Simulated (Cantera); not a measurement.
Charge: 1 mol Ta, 4.7 mol O2, equilibrated at 100000 Pa.

These are equilibrium values from Cantera (NASA tables, ideal gas, pure condensed phases), not measurements of a reactor. Candidate condensed phases: Ta, Ta2O5; 6 gas species. The numbers say what is thermodynamically allowed, not how fast it happens.

Question: Which condensed phases are stable at each of these points (T (K)): 898, 1048, 1198, 1348, 1498, 1648, 1798, 1948, 2098, 2248, 2398, 2548, 2698?

Answer: 
| T (K) | condensed phases | Ta condensed (%) |
|---|---|---|
| 898 | Ta2O5(s) | 100.0 |
| 1048 | Ta2O5(s) | 100.0 |
| 1198 | Ta2O5(s) | 100.0 |
| 1348 | Ta2O5(s) | 100.0 |
| 1498 | Ta2O5(s) | 100.0 |
| 1648 | Ta2O5(s) | 100.0 |
| 1798 | Ta2O5(s) | 100.0 |
| 1948 | Ta2O5(s) | 100.0 |
| 2098 | Ta2O5(l) | 100.0 |
| 2248 | Ta2O5(l) | 100.0 |
| 2398 | Ta2O5(l) | 100.0 |
| 2548 | Ta2O5(l) | 100.0 |
| 2698 | Ta2O5(l) | 100.0 |

From 898 K to 1948 K the condensed part is Ta2O5(s). From 2098 K to 2698 K the condensed part is Ta2O5(l).
